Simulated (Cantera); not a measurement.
A perfectly stirred reactor is fed with N2O = 1 (molar parts), at 0.0132 atm; it is held at 1275 K, and followed from long to short residence time.

Model: GRI-Mech 3.0 (53 species, 325 reactions), integrated in Cantera. GRI-Mech 3.0 was tuned for natural gas; its chemistry of N2O as a main component is partial and can be far from experiment. Radical loss at walls, strong at low pressure, is not modelled. The mechanism lacks the step 2 NO + O2 → 2 NO2, which can matter for NO2 below about 1400 K. The temperature is held fixed by assumption; the heat of reaction is taken as removed at once.

### Question
What does this change do: pressure from 0.0132 atm to 0.0263 atm?

### Answer
| quantity | before | after |
|---|---|---|
| x(N2O) at τ = 1.30 s | 0.942 | 0.891 |
| x(NO) at τ = 1.30 s | 0.00526 | 0.00993 |
| x(O) at τ = 1.30 s | 5.47e-6 | 5.46e-6 |
| x(N2) at τ = 1.30 s | 0.0357 | 0.0675 |
| x(NO2) at τ = 1.30 s | 5.75e-7 | 2.41e-6 |
| x(N2O) at τ = 30.0 ms | 0.999 | 0.997 |
| x(NO) at τ = 30.0 ms | 0.000127 | 0.000255 |
| x(O) at τ = 30.0 ms | 5.41e-6 | 5.43e-6 |
| x(N2) at τ = 30.0 ms | 0.000869 | 0.00174 |
| x(NO2) at τ = 30.0 ms | 1.33e-9 | 9.92e-9 |

### Question
What does this change do: temperature 1275 to 1198 K?

### Answer
| quantity | before | after |
|---|---|---|
| x(N2O) at τ = 1.30 s | 0.942 | 0.985 |
| x(NO) at τ = 1.30 s | 0.00526 | 0.00106 |
| x(O) at τ = 1.30 s | 5.47e-6 | 1.77e-6 |
| x(N2) at τ = 1.30 s | 0.0357 | 0.00961 |
| x(NO2) at τ = 1.30 s | 5.75e-7 | 9.16e-8 |
| x(N2O) at τ = 30.0 ms | 0.999 | 1.000 |
| x(NO) at τ = 30.0 ms | 0.000127 | 2.44e-5 |
| x(O) at τ = 30.0 ms | 5.41e-6 | 1.75e-6 |
| x(N2) at τ = 30.0 ms | 0.000869 | 0.000224 |
| x(NO2) at τ = 30.0 ms | 1.33e-9 | 1.08e-10 |
